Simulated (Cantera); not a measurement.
Catalytic combustion on Pt

An isothermal plug-flow reactor at 998 K and 2.70 bar (inlet), inlet velocity 2.1 m/s, active area per volume 100 1/m; feed 1.36 % H2, 1.23 % O2, 97.4 % N2.

Cantera simulation using Deutschmann's 1995 Pt surface mechanism with GRI-Mech 3.0 gas chemistry; the numbers are that mechanism's predictions, not measurements. Catalytic surfaces can have several steady states; this one follows from the mechanism file's or the stated starting coverage. Mass transfer to the wall is taken as infinitely fast.

```csv
z (m),x H2,x O2,x H2O,θ free Pt,θ H*,θ O*,θ OH*
0.00063,0.00792,0.00953,0.00568,0.993,0.00734,1.29e-5,2.51e-5
0.0012,0.00389,0.00752,0.00974,0.997,0.00250,4.15e-5,6.58e-5
0.0024,0.000994,0.00608,0.0127,0.412,1.85e-6,0.583,0.00422
0.0046,0.000246,0.00571,0.0134,0.317,1.16e-6,0.679,0.00403
0.0088,2.37e-5,0.00560,0.0136,0.300,1.05e-6,0.696,0.00398
0.017,2.70e-7,0.00559,0.0137,0.298,1.04e-6,0.698,0.00397
0.033,2.88e-10,0.00559,0.0137,0.298,1.04e-6,0.698,0.00397
0.063,2.40e-10,0.00559,0.0137,0.298,1.04e-6,0.698,0.00397
```
x: gas mole fraction; θ: surface coverage.
